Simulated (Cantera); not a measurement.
An isothermal, constant-pressure homogeneous reactor starts with H2 : O2 = 0.024 : 1 (molar parts), at 1323 K and 2.48 Torr.

Detailed kinetics in Cantera: the H2/O2 subset of GRI-Mech 3.0, which has no nitrogen chemistry. Radical loss at walls, strong at low pressure, is not modelled.

One state of this run: x H2 = 0.00336; x O2 = 0.959; x OH = 0.00453; x H2O = 0.0166; x O = 0.0141. x: mole fraction; the columns are a selection and need not sum to one.

Problem. Which value of t (s) does it belong to?
A) 0.0117
B) 2.74e-5
C) 7.53e-5
D) 5.00

Solution. A, 0.0117
